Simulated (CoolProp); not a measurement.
Aqueous ethylene glycol as a coolant, at 14 °C, 1 atm.

The numbers come from the Melinder's fits for secondary coolants in CoolProp.

| mass % | freezing point (°C) | cp (kJ/(kg K)) | Prandtl number | viscosity (mPa s) | density (kg/m³) |
|---|---|---|---|---|---|
| 5.4 | -1.7 | 4.109 | 9.70 | 1.33 | 1006 |
| 9.3 | -3.1 | 4.053 | 10.9 | 1.48 | 1011 |
| 13.2 | -4.6 | 3.995 | 12.4 | 1.64 | 1016 |
| 17.1 | -6.4 | 3.934 | 14.0 | 1.83 | 1022 |
| 20.9 | -8.5 | 3.870 | 15.8 | 2.03 | 1027 |
| 24.8 | -10.8 | 3.800 | 17.9 | 2.27 | 1033 |
| 28.7 | -13.6 | 3.726 | 20.2 | 2.52 | 1038 |
| 32.5 | -16.6 | 3.650 | 22.7 | 2.79 | 1044 |
| 36.4 | -20.2 | 3.570 | 25.6 | 3.11 | 1050 |
| 40.3 | -24.1 | 3.488 | 28.7 | 3.46 | 1055 |
| 44.1 | -28.4 | 3.407 | 32.3 | 3.84 | 1060 |
| 48 | -33.3 | 3.323 | 36.3 | 4.29 | 1065 |
